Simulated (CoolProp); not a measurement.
Saturation properties of acetone (Tc = 235.0 °C, pc = 4.692 MPa, ω = 0.307).

Computed with CoolProp (reference Helmholtz-energy equation of state, Lemmon 2006). It is a short technical equation, of lower accuracy than the large ones.

```json
[
 {"T (°C)": "107.75", "p (MPa)": "0.4523", "enthalpy of vaporisation (kJ/kg)": "438.3", "liquid cp (kJ/(kg K))": "2.424", "surface tension (mN/m)": "12.7"},
 {"T (°C)": "111.85", "p (MPa)": "0.4996", "enthalpy of vaporisation (kJ/kg)": "432.6", "liquid cp (kJ/(kg K))": "2.443", "surface tension (mN/m)": "12.2"},
 {"T (°C)": "116.05", "p (MPa)": "0.5519", "enthalpy of vaporisation (kJ/kg)": "426.7", "liquid cp (kJ/(kg K))": "2.463", "surface tension (mN/m)": "11.7"},
 {"T (°C)": "120.15", "p (MPa)": "0.6069", "enthalpy of vaporisation (kJ/kg)": "420.8", "liquid cp (kJ/(kg K))": "2.484", "surface tension (mN/m)": "11.3"},
 {"T (°C)": "124.25", "p (MPa)": "0.6660", "enthalpy of vaporisation (kJ/kg)": "414.7", "liquid cp (kJ/(kg K))": "2.505", "surface tension (mN/m)": "10.8"},
 {"T (°C)": "128.35", "p (MPa)": "0.7293", "enthalpy of vaporisation (kJ/kg)": "408.4", "liquid cp (kJ/(kg K))": "2.527", "surface tension (mN/m)": "10.3"},
 {"T (°C)": "132.55", "p (MPa)": "0.7987", "enthalpy of vaporisation (kJ/kg)": "401.9", "liquid cp (kJ/(kg K))": "2.551", "surface tension (mN/m)": "9.87"},
 {"T (°C)": "136.65", "p (MPa)": "0.8713", "enthalpy of vaporisation (kJ/kg)": "395.3", "liquid cp (kJ/(kg K))": "2.576", "surface tension (mN/m)": "9.42"},
 {"T (°C)": "140.75", "p (MPa)": "0.9487", "enthalpy of vaporisation (kJ/kg)": "388.6", "liquid cp (kJ/(kg K))": "2.602", "surface tension (mN/m)": "8.96"},
 {"T (°C)": "144.85", "p (MPa)": "1.031", "enthalpy of vaporisation (kJ/kg)": "381.6", "liquid cp (kJ/(kg K))": "2.629", "surface tension (mN/m)": "8.51"},
 {"T (°C)": "149.05", "p (MPa)": "1.121", "enthalpy of vaporisation (kJ/kg)": "374.3", "liquid cp (kJ/(kg K))": "2.659", "surface tension (mN/m)": "8.05"},
 {"T (°C)": "153.15", "p (MPa)": "1.215", "enthalpy of vaporisation (kJ/kg)": "366.9", "liquid cp (kJ/(kg K))": "2.689", "surface tension (mN/m)": "7.61"},
 {"T (°C)": "157.25", "p (MPa)": "1.314", "enthalpy of vaporisation (kJ/kg)": "359.2", "liquid cp (kJ/(kg K))": "2.722", "surface tension (mN/m)": "7.17"},
 {"T (°C)": "161.45", "p (MPa)": "1.422", "enthalpy of vaporisation (kJ/kg)": "351.1", "liquid cp (kJ/(kg K))": "2.759", "surface tension (mN/m)": "6.72"},
 {"T (°C)": "165.55", "p (MPa)": "1.533", "enthalpy of vaporisation (kJ/kg)": "342.9", "liquid cp (kJ/(kg K))": "2.797", "surface tension (mN/m)": "6.29"}
]
```

It boils at 56.1 °C under 1 atm.

Surface tension comes from a separate correlation (Mulero 2012).
